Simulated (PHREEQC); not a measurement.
## Copper plating or etch bath (model solution)

Solution (30 °C): 40 mmol/kgw CuCl2, 35 mmol/kgw HNO3 and 2.4 mmol/kgw FeCl3. Closed to the air; pH follows from the charge balance.

Computed with PHREEQC (ion-association model, phreeqc.dat).

Precipitation was switched off in this run.

Task: What pH, ionic strength, density does the model give?

Result: pH 1.55; ionic strength 0.158 mol/kgw; density 1.002 g/cm³.

Task: In which forms is Cl present?

Result: Cl- 94 %, CuCl+ 4.1 %, FeCl+2 1.2 % of the Cl.

The solution is supersaturated, for example in Hematite (slow to form), Goethite (slow to form), so a real one may precipitate; this is no full list.
